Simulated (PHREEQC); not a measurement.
Copper plating or etch bath (model solution)

Consider water at 25 °C with 0.0018 mol Cu(NO3)2, 9.5e-05 mol HBF4 and 0.0052 mol FeCl3 per kg of water. Closed to the air; pH follows from the charge balance.

The numbers come from PHREEQC with the ion-association model, phreeqc.dat.

Each row changes one thing in this solution. Precipitation was switched off in this run.

```
case                                           pH  ionic strength (mol/kgw)  FeOH+2 (mol/kgw)  Fe+3 (mol/kgw)  Fe2(OH)2+4 (mol/kgw)  FeCl+2 (mol/kgw)  SI of Goethite (FeOOH)  SI of Hematite (Fe2O3)
-------------------------------------------  ----  ------------------------  ----------------  --------------  --------------------  ----------------  ----------------------  ----------------------
as made                                      2.52                    0.0305           0.00190         0.00158              0.000374          0.000343                   +5.24                  +12.48
Cu(NO3)2 from 0.0018 to 0.009 mol/kgw        2.53                    0.0523           0.00178         0.00158              0.000441          0.000302                   +5.16                  +12.33
HBF4 replaced by NaBF4 at the same molality  2.53                    0.0305           0.00191         0.00156              0.000378          0.000338                   +5.26                  +12.52
temperature from 25 to 15 °C                 2.58                    0.0316           0.00151         0.00201              0.000360          0.000316                   +5.15                  +12.26
7e-05 mol/kgw Na2SO4 added                   2.53                    0.0305           0.00189         0.00156              0.000369          0.000338                   +5.24                  +12.49
diluted 100-fold with water                  4.03                  0.000225           1.16e-5         1.80e-7               4.16e-9          7.69e-10                   +6.29                  +14.59
```

Some of these states are supersaturated (in Hematite (slow to form), Goethite (slow to form), Fe(OH)3(a), for instance). Real BF4- forms and hydrolyses slowly; the run takes it at equilibrium. Fluoro complexes past AlF4- and FeF3 are missing from the database.
